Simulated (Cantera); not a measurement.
Input: 1 mol Fe3O4, 3.5 mol CH4, 0.065 mol CO, equilibrated at 15.0 mbar.

Cantera equilibrium calculation (NASA polynomials, part measured and part estimated; ideal gas, pure solids and liquids). Candidate condensed phases: C, C6H6, C7H8, C8H18, Fe, Fe(CO)5, FeO, Fe(OH)2, Fe(OH)3, Fe2O3, Fe3O4, H2O; 114 gas species. Kinetics and transport are ignored. All values below are at 2098 K.

Base state: H2 0.562, CO 0.307, Fe 0.0692, H2O 0.0390, H 0.0188, CO2 0.00431, OH 0.000155, FeO 0.000120 (mole fractions); condensed: Fe(l).

Task: What changes in the equilibrium state with this change: Fe3O4 replaced by Ta2O5?

Result: 
```csv
species,before,after
H2,0.562,0.644
CO,0.307,0.334
H,0.0188,0.0202
Fe,0.0692,0
H2O,0.0390,0.00172
TaO2,0,0.000336
FeO,0.000120,0
TaO,0,6.56e-5
OH,0.000155,6.40e-6
CO2,0.00431,0.000181
"Fe(l), mol",2.21,0
"Ta(s), mol",0,1.41
"Ta2O5(l), mol",0,0.294
```
Mutual solubility and eutectic melting of coexisting phases are not modelled. Condensed phases not in the tables: Ta2C, N, O or C dissolved in the metal. Further candidate phases: Ta, TaC, Ta2O5.

Task: What changes in the equilibrium state with this change: pressure from 15.0 mbar to 1.33 mbar?

Result: 
| species | before | after |
|---|---|---|
| H2 | 0.562 | 0.442 |
| CO | 0.307 | 0.252 |
| Fe | 0.0692 | 0.215 |
| H | 0.0188 | 0.0560 |
| H2O | 0.0390 | 0.0313 |
| O | 3.71e-6 | 4.26e-5 |
| FeO | 0.000120 | 0.000379 |
| Fe(l), mol | 2.21 | 0 |

Task: What changes in the equilibrium state with this change: pressure from 15.0 mbar to 0.100 bar?

Result: 
```csv
species,before,after
H2,0.562,0.607
CO,0.307,0.328
H2O,0.0390,0.0420
Fe,0.0692,0.0104
H,0.0188,0.00758
FeO,0.000120,1.79e-5
OH,0.000155,6.22e-5
CO2,0.00431,0.00459
"Fe(l), mol",2.21,2.89
```
